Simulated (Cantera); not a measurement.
Reactions in the system C-H-O-Ti

Source: NASA polynomial tables (part measured, part estimated), evaluated in Cantera. Values are per mole of reaction as written; species without (g) are pure solids or liquids, kept so even where they would boil at 1 bar.

9 TiO2 + 2 C6H6(g) ⇌ 9 C + 3 Ti3O5 + 3 CH3OH(g)

```json
[
 {"T (K)": "300", "ΔH° (kJ)": "356.7", "ΔS° (J/K)": "168.1", "ΔG° (kJ)": "306.3", "log10 K": "-53.33"},
 {"T (K)": "923", "ΔH° (kJ)": "388.6", "ΔS° (J/K)": "247.7", "ΔG° (kJ)": "160.0", "log10 K": "-9.05"},
 {"T (K)": "1023", "ΔH° (kJ)": "387.8", "ΔS° (J/K)": "246.9", "ΔG° (kJ)": "135.2", "log10 K": "-6.91"},
 {"T (K)": "1123", "ΔH° (kJ)": "388.1", "ΔS° (J/K)": "247.1", "ΔG° (kJ)": "110.5", "log10 K": "-5.14"},
 {"T (K)": "1223", "ΔH° (kJ)": "389.5", "ΔS° (J/K)": "248.4", "ΔG° (kJ)": "85.8", "log10 K": "-3.66"},
 {"T (K)": "1323", "ΔH° (kJ)": "392.1", "ΔS° (J/K)": "250.4", "ΔG° (kJ)": "60.9", "log10 K": "-2.40"},
 {"T (K)": "1423", "ΔH° (kJ)": "396.0", "ΔS° (J/K)": "253.2", "ΔG° (kJ)": "35.7", "log10 K": "-1.31"},
 {"T (K)": "1523", "ΔH° (kJ)": "401.1", "ΔS° (J/K)": "256.7", "ΔG° (kJ)": "10.2", "log10 K": "-0.35"},
 {"T (K)": "1623", "ΔH° (kJ)": "407.6", "ΔS° (J/K)": "260.8", "ΔG° (kJ)": "-15.7", "log10 K": "0.50"}
]
```
